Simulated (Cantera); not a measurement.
Mixture: CH₄ : O₂ : N₂ : CO₂ = 1 : 1.05 : 3.96 : 1.6 (molar parts), equivalence ratio 1.9, at 1.30 bar, adiabatic and at constant volume. Ignition delay is the time to a rise of 400 K.

Model: GRI-Mech 3.0 (53 species, 325 reactions), integrated in Cantera.

Problem. Predict: delay at 1150 K; delay at 1225 K; delay at 1300 K; delay at 1375 K; delay at 1450 K; apparent activation energy between 1300 and 1450 K.

Solution. 
| Property | Result |
|---|---|
| delay at 1150 K | 0.149 s |
| delay at 1225 K | 51.9 ms |
| delay at 1300 K | 19.3 ms |
| delay at 1375 K | 7.57 ms |
| delay at 1450 K | 3.11 ms |
| apparent activation energy between 1300 and 1450 K | 190 kJ/mol |
